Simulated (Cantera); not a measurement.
A closed system holds: 1 mol toluene, 85 mol H2, 0.19 mol N2, equilibrated at 1750 K and 4650 Torr.

These are equilibrium values from Cantera (NASA tables, ideal gas, pure condensed phases), not measurements of a reactor. Candidate condensed phases: C, C6H6, C7H8, C8H18; 92 gas species. Rates play no part.

Base state: H2 0.992, CH4 0.00557, N2 0.00203, HCN 0.000214, C2H2 (acetylene) 0.000114, H 9.30e-5, C2H4 2.34e-5, CH3 1.06e-5 (mole fractions); condensed: C(graphite).

What changes in the equilibrium state with this change: temperature from 1750 K to 2323.15 K?


```
species             before     after
----------------  --------  --------
H2                   0.992     0.986
C2H2 (acetylene)  0.000114   0.00478
H                  9.30e-5   0.00435
CH4                0.00557   0.00124
HNC                7.24e-6  0.000147
CH3                1.06e-5  0.000102
HCN               0.000214   0.00156
C(graphite), mol      6.46      5.86
```

What changes in the equilibrium state with this change: temperature from 1750 K to 1325 K?


```
species             before    after
----------------  --------  -------
H2                   0.992    0.959
CH4                0.00557   0.0383
N2                 0.00203  0.00219
HCN               0.000214  1.20e-5
H                  9.30e-5  6.43e-7
C2H2 (acetylene)  0.000114  8.16e-7
CH3                1.06e-5  5.07e-7
C(graphite), mol      6.46     3.71
```

What changes in the equilibrium state with this change: temperature from 1750 K to 575 K?


| species | before | after |
|---|---|---|
| H2 | 0.992 | 0.910 |
| CH4 | 0.00557 | 0.0855 |
| NH3 | 8.96e-6 | 0.00434 |
| HCN | 0.000214 | <1e-9 |
| C2H2 (acetylene) | 0.000114 | <1e-9 |
| H | 9.30e-5 | <1e-9 |
| C2H4 | 2.34e-5 | <1e-9 |
| CH3 | 1.06e-5 | <1e-9 |
| C(graphite), mol | 6.46 | 0 |
